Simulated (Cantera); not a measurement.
A perfectly stirred reactor is fed with CO : H₂ : CH₄ : O₂ : N₂ = 1 : 0.75 : 0.19 : 2.24 : 8.43 (molar parts), at 345 Torr; it is adiabatic with a 723 K inlet, and is followed from long to short residence time, starting on the burning branch (τ in s: 0.096, 0.049, 0.025, 0.013, 0.0068, 0.0035, 0.0018, 0.00092, 0.00047, 0.00024, 0.00013, 6.5e-05).

Cantera simulation using GRI-Mech 3.0 (53 species, 325 reactions); the numbers are that mechanism's predictions, not measurements.

One state of this run: T (K) = 1523; x CO = 0.0383; x H₂ = 0.00725; x CH₄ = 0.000155; x HCO = 2.60e-6; x HO₂ = 1.83e-5. x: mole fraction; the columns are a selection and need not sum to one.

### Question
Which value of τ (s) does it belong to?
A) 0.0018
B) 0.00047
C) 0.013
D) 0.00024

### Answer
D, 0.00024
